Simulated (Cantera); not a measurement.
Input: 1 mol Si, 2.6 mol Br2, a varied amount of N2, equilibrated at 500 °C and 0.100 bar.

These are equilibrium values from Cantera (NASA tables, ideal gas, pure condensed phases), not measurements of a reactor. Candidate condensed phases: Br2, Si, Si3N4; 13 gas species. Kinetics and transport are ignored.

x: gas mole fraction; nothing condenses.

```
n(N2) (mol)   x N2  x SiBr4   x Br2      x Br
-----------  -----  -------  ------  --------
0.68         0.298    0.439   0.263  0.000295
1            0.385    0.385   0.231  0.000277
1.6          0.500    0.312   0.187       ___
2.4          0.600    0.250   0.150       ___
3.7          0.698    0.189   0.113       ___
5.6          0.778    0.139  0.0832       ___
8.5          0.842   0.0990  0.0593       ___
13           0.890   0.0685  0.0410       ___
20           0.926   0.0463  0.0277       ___
30           0.949   0.0316  0.0189       ___
46           0.966   0.0210  0.0126       ___
```

Question: Some entries are withheld; supply them.

Answer: 
- 1.6, x Br: 0.000249
- 2.4, x Br: 0.000223
- 3.7, x Br: 0.000194
- 5.6, x Br: 0.000166
- 8.5, x Br: 0.000140
- 13, x Br: 0.000117
- 20, x Br: 9.59e-5
- 30, x Br: 7.93e-5
- 46, x Br: 6.46e-5
